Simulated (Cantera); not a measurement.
A Cantera script and what it prints.

```python
import numpy as np
import cantera as ct

gas_names = [...]  # 45 gases of nasa_gas.yaml made of Al, Cl, H, N, O
cond_names = """
    AL(cr) AL(L) ALCL3(s) ALCL3(L) ALN(s) AL2O3(a) AL2O3(L) H2O(s) H2O(L) NH4CL(a) NH4CL(b)
""".split()


# ... load() reads the species with a 1 bar reference pressure and builds the phases ...
atoms = {
    'AlN': {'AL': 1, 'N': 1},
    'HCl': {'H': 1, 'CL': 1},
    'O2': {'O': 2},
}
top_T = {'ALN(s)': 2750}  # K; cautious upper limits of use, not melting points


# ... equilibrate(T, P, feed) seeds the gas with the atoms and calls Mixture.equilibrate('TP', solver="vcs", rtol=1e-11, max_steps=5000) ...
results = []
T = 1273.15  # K
P = 10000  # Pa
for m in [0.04, 0.06, 0.09, 0.14, 0.2, 0.3, 0.46, 0.69]:
    feed = {'AlN': 1, 'HCl': 0.026, 'O2': m}  # mol
    mix = equilibrate(T, P, feed)
    results.append((T, P, feed, dict(zip(mix.species_names, mix.species_moles))))

top = {s: max(r[3][s] / sum(r[3][g] for g in gas_names) for r in results) for s in gas_names}
cols = sorted((s for s in top if top[s] > 0.001), key=lambda s: -top[s])[:8]
seen = [c for c in cond_names if any(r[3].get(c, 0) > 1e-12 for r in results)]
print("log10 of partial pressures in bar; condensed amounts in mol")
print(f"{'n(O2)':>10s}" + "".join(f"{s[:9]:>10s}" for s in cols + seen))
for T, P, feed, n in results:
    ng = sum(n[g] for g in gas_names)
    print(f"{feed['O2']:10.4g}" + "".join(f"{np.log10(max(n[s] / ng * P / 1e5, 1e-99)):10.3f}" for s in cols)
          + "".join(f"{n.get(c, 0):10.4g}" for c in seen))
```

It prints:

```
log10 of partial pressures in bar; condensed amounts in mol
     n(O2)        N2        H2     ALCL3       HCL    ALN(s)  AL2O3(a)
      0.04    -1.241    -1.690    -1.867    -2.068    0.9395   0.02667
      0.06    -1.181    -1.793    -1.970    -2.144    0.9129      0.04
      0.09    -1.132    -1.913    -2.090    -2.236     0.873      0.06
      0.14    -1.091    -2.062    -2.239    -2.353    0.8064   0.09333
       0.2    -1.066    -2.193    -2.370    -2.458    0.7265    0.1333
       0.3    -1.046    -2.351    -2.528    -2.587    0.5933       0.2
      0.46    -1.031    -2.526    -2.703    -2.730    0.3801    0.3067
      0.69    -1.021    -2.698    -2.876    -2.872    0.0735      0.46
```

Equilibrium computed with Cantera from the NASA thermochemical tables; the gas is ideal and each condensed phase is pure. Mutual solubility and eutectic melting of coexisting phases are not modelled. The tables' values for AlCl2 are old estimates; treat these amounts as uncertain.
